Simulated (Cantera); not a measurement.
Charge: 1 mol MgO, 0.49 mol CH₄, 1.7 mol CO, equilibrated at 2025 K and 1.00 Torr.

These are equilibrium values from Cantera (NASA tables, ideal gas, pure condensed phases), not measurements of a reactor. Candidate condensed phases: C, C₆H₆, C₇H₈, C₈H₁₈, H₂O, Mg, MgCO₃, MgO, Mg(OH)₂; 116 gas species. The tables' values for MgH are old estimates; treat these amounts as uncertain. Equilibrium is a limit: real reactors are often held back by kinetics, nucleation or transport.

Base state: CO 0.558, H₂ 0.220, Mg 0.162, H 0.0247, H₂O 0.0221, CO₂ 0.0120, OH 0.000259, MgOH 0.000171 (mole fractions); condensed: MgO(s).

Question: What changes in the equilibrium state with this change: pressure from 1.00 Torr to 2.63 Torr?

Answer: 
```json
[
 {"species": "CO", "before": "0.558", "after": "0.579"},
 {"species": "H₂", "before": "0.220", "after": "0.243"},
 {"species": "Mg", "before": "0.162", "after": "0.146"},
 {"species": "CO₂", "before": "0.0120", "after": "0.00524"},
 {"species": "H₂O", "before": "0.0221", "after": "0.0103"},
 {"species": "H", "before": "0.0247", "after": "0.0160"},
 {"species": "O", "before": "2.11e-5", "after": "3.40e-6"},
 {"species": "OH", "before": "0.000259", "after": "7.09e-5"},
 {"species": "MgO", "before": "2.52e-5", "after": "9.59e-6"},
 {"species": "MgOH", "before": "0.000171", "after": "0.000111"},
 {"species": "MgO(s), mol", "before": "0.377", "after": "0.451"}
]
```

Question: What changes in the equilibrium state with this change: MgO replaced by Fe₃O₄?

Answer: 
| species | before | after |
|---|---|---|
| CO | 0.558 | 0.463 |
| H₂O | 0.0221 | 0.142 |
| Fe | 0 | 0.134 |
| Mg | 0.162 | 0 |
| CO₂ | 0.0120 | 0.126 |
| H₂ | 0.220 | 0.112 |
| H | 0.0247 | 0.0176 |
| FeO | 0 | 0.00360 |
| MgOH | 0.000171 | 0 |
| Fe(OH)₂ | 0 | 6.26e-5 |
| MgO(s), mol | 0.377 | 0 |
| FeO(l), mol | 0 | 2.49 |
The tables' stoichiometric FeO is somewhat more stable than real wüstite, so its field is too wide. FeO: taken at fixed stoichiometry. Further candidate phases: Fe, Fe(CO)₅, FeO, Fe(OH)₂, Fe(OH)₃, Fe₂O₃, Fe₃O₄.
